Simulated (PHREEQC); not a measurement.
Hard or scaling water: speciation

Consider water at 25 °C and 500 atm with 16 mmol/kgw MgCl2, 0.033 mmol/kgw Na2HPO4 and 2.6 mmol/kgw KCl. Closed to the air; pH follows from the charge balance.

Model: ion-association model, phreeqc.dat, run in PHREEQC.

Each row changes one thing in this solution. This is a speciation only: nothing precipitates in the calculation.

```json
[
 {"case": "as made", "pH": "7.40", "MgHPO4 (mol/kgw)": "2.00e-5", "HPO4-2 (mol/kgw)": "8.85e-6", "H2PO4- (mol/kgw)": "2.00e-6", "MgPO4- (mol/kgw)": "1.43e-6", "MgOH+ (mol/kgw)": "8.41e-7", "SI of Sylvite (KCl)": "-5.20", "SI of Halite (NaCl)": "-7.46"},
 {"case": "MgCl2 from 0.016 to 0.024 mol/kgw", "pH": "7.33", "MgHPO4 (mol/kgw)": "2.12e-5", "HPO4-2 (mol/kgw)": "7.69e-6", "H2PO4- (mol/kgw)": "1.85e-6", "MgPO4- (mol/kgw)": "1.35e-6", "MgOH+ (mol/kgw)": "1.02e-6", "SI of Sylvite (KCl)": "___", "SI of Halite (NaCl)": "-7.31"},
 {"case": "KCl from 0.0026 to 0.013 mol/kgw", "pH": "7.40", "MgHPO4 (mol/kgw)": "1.94e-5", "HPO4-2 (mol/kgw)": "9.44e-6", "H2PO4- (mol/kgw)": "2.02e-6", "MgPO4- (mol/kgw)": "1.43e-6", "MgOH+ (mol/kgw)": "8.26e-7", "SI of Sylvite (KCl)": "-4.40", "SI of Halite (NaCl)": "___"},
 {"case": "KCl from 0.0026 to 0.00026 mol/kgw", "pH": "7.39", "MgHPO4 (mol/kgw)": "2.02e-5", "HPO4-2 (mol/kgw)": "8.71e-6", "H2PO4- (mol/kgw)": "1.99e-6", "MgPO4- (mol/kgw)": "1.43e-6", "MgOH+ (mol/kgw)": "8.44e-7", "SI of Sylvite (KCl)": "-6.22", "SI of Halite (NaCl)": "___"},
 {"case": "temperature from 25 to 55 °C", "pH": "6.94", "MgHPO4 (mol/kgw)": "2.07e-5", "HPO4-2 (mol/kgw)": "6.14e-6", "H2PO4- (mol/kgw)": "3.42e-6", "MgPO4- (mol/kgw)": "8.76e-7", "MgOH+ (mol/kgw)": "3.29e-6", "SI of Sylvite (KCl)": "-5.33", "SI of Halite (NaCl)": "-7.47"},
 {"case": "diluted 2-fold with water", "pH": "7.43", "MgHPO4 (mol/kgw)": "8.72e-6", "HPO4-2 (mol/kgw)": "5.55e-6", "H2PO4- (mol/kgw)": "1.32e-6", "MgPO4- (mol/kgw)": "6.41e-7", "MgOH+ (mol/kgw)": "5.09e-7", "SI of Sylvite (KCl)": "-5.76", "SI of Halite (NaCl)": "___"}
]
```

What belongs in the gaps?


- MgCl2 from 0.016 to 0.024 mol/kgw, SI of Sylvite (KCl): -5.06
- KCl from 0.0026 to 0.013 mol/kgw, SI of Halite (NaCl): -7.35
- KCl from 0.0026 to 0.00026 mol/kgw, SI of Halite (NaCl): -7.48
- diluted 2-fold with water, SI of Halite (NaCl): -8.02

Under pressure, the constants of complexes without a molar volume in the database are unreliable. Away from 25 °C the constants follow the database's enthalpies or fits; those with neither stay at their 25 °C values.
